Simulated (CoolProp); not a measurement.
Vapour-liquid equilibrium of nitrogen (1) + oxygen (2) at 795 kPa; x and y are mole fractions of (1).

Computed with CoolProp (multi-fluid Helmholtz-energy mixture model, Span 2000 and Schmidt 1985; pair parameters Gernert 2013).

Q: Give the bubble temperature and the first vapour's composition at x = 0.05, 0.55, 0.85. Is there an azeotrope?

A: x = 0.05: -158.6 °C, y = 0.113; x = 0.55: -167.6 °C, y = 0.737; x = 0.85: -171.2 °C, y = 0.927. No azeotrope shows between x = 0.05 and 0.95.

The pair parameters rest on a limited set of measurements; away from them the model extrapolates. The gap from Raoult's law changes sign with composition, which may be real or a fault of the pair parameters; it wasn't checked against measurements.
